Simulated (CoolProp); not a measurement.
A simple Rankine cycle with c-C4F8 (RC318): condensing at 324.15 K, boiler at 2.34 MPa, turbine inlet 394.7 K, turbine efficiency 0.85, pump efficiency 0.7, no recuperator. Each further row changes one setting.

Model: reference Helmholtz-energy equation of state, Platzer 1990, in CoolProp. This equation is an older, rougher fit; its heat capacities, sound speeds and derivatives of the liquid may be far off and weren't checked against measurements.

```json
[
 {"case": "as stated", "thermal efficiency (%)": "8.3", "net work (kJ/kg)": "11.4", "heat in (kJ/kg)": "137", "turbine exit temperature (K)": "361.7", "volume ratio over the turbine": "4.44"},
 {"case": "turbine inlet 414.7 K", "thermal efficiency (%)": "8.1", "net work (kJ/kg)": "13.0", "heat in (kJ/kg)": "160", "turbine exit temperature (K)": "385.0", "volume ratio over the turbine": "4.06"},
 {"case": "condensing temperature 316.15 K", "thermal efficiency (%)": "9.4", "net work (kJ/kg)": "13.8", "heat in (kJ/kg)": "146", "turbine exit temperature (K)": "357.6", "volume ratio over the turbine": "5.58"},
 {"case": "boiler pressure 1.64 MPa", "thermal efficiency (%)": "6.4", "net work (kJ/kg)": "9.35", "heat in (kJ/kg)": "147", "turbine exit temperature (K)": "374.5", "volume ratio over the turbine": "2.70"},
 {"case": "turbine efficiency 0.75", "thermal efficiency (%)": "7.2", "net work (kJ/kg)": "9.84", "heat in (kJ/kg)": "137", "turbine exit temperature (K)": "363.4", "volume ratio over the turbine": "4.47"}
]
```
